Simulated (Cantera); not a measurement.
Thermodynamics of carbon deposition, reforming and gasification, feed CH₃OH + CO₂

A closed system holds: 1 mol CH₃OH, 0.2 mol CO₂, equilibrated at 277 °C.

Method: chemical equilibrium by Gibbs-energy minimisation in Cantera with the NASA 1993 tables (ideal gas, pure condensed phases). Candidate condensed phases: C, C₆H₆, C₇H₈, C₈H₁₈, H₂O; 110 gas species. The ideal-gas law is rough above about 30 bar. Rates play no part.

From 0.0750 Torr to 4730 Torr the condensed part is C(graphite). At 75000 Torr the condensed part is C(graphite) + H₂O(l). The main C-bearing gas is CO₂ at 0.0750 Torr and CH₄ at 75000 Torr. The share of C in condensed phases is highest at 75000 Torr (68.5 %) and lowest at 4730 Torr (41.6 %).

```tsv
P (Pa)	x H₂	x H₂O	x CH₄	x CO₂	x CO	x C₂H₆	x HCOOH	n C(graphite)	n H₂O(l)
10	0.609	0.171	0.0157	0.193	0.0119	6.76e-11	3.34e-12	0.657	0
160	0.381	0.372	0.0986	0.145	0.00258	4.25e-9	2.53e-11	0.681	0
2500	0.143	0.513	0.218	0.125	0.000606	5.52e-8	1.28e-10	0.571	0
40000	0.0402	0.565	0.274	0.121	0.000149	3.11e-7	5.53e-10	0.515	0
630000	0.0104	0.580	0.290	0.120	3.74e-5	1.35e-6	2.24e-9	0.499	0
10000000	0.00329	0.486	0.457	0.0534	6.26e-6	1.06e-5	5.01e-9	0.822	0.961
```
x: gas mole fraction; n: condensed amount in mol.
